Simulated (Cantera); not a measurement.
# Transport properties of process gases

Gas mixture: 25.5 % CH4, 47.3 % C2H6, 27.3 % NH3, at 1330 Pa, frozen composition.

Cantera's kinetic-theory transport with the Lennard-Jones parameters of GRI-Mech 3.0, ideal gas; thermal conductivity in the mixture-averaged form. Polar gases are described roughly by these parameters. The composition is frozen, though it would react at the higher temperatures.

```csv
T (K),ρ (kg/m³),cp (J/kg/K),μ (µPa s),λ (mW/m/K),Pr,D (cm²/s) H2,D (cm²/s) NH3,D (cm²/s) CH4
400,0.00920,2251,13.2,41.3,0.718,83.2,22.1,23.0
600,0.00613,2965,18.7,75.9,0.732,166,47.9,48.1
800,0.00460,3544,23.6,114,0.736,270,81.3,79.7
1000,0.00368,4017,28.0,152,0.740,393,121,117
1200,0.00307,4384,31.9,189,0.740,532,167,160
1400,0.00263,4677,35.7,226,0.739,687,218,207
```
D: mixture-averaged diffusion coefficient of that species in the mixture.
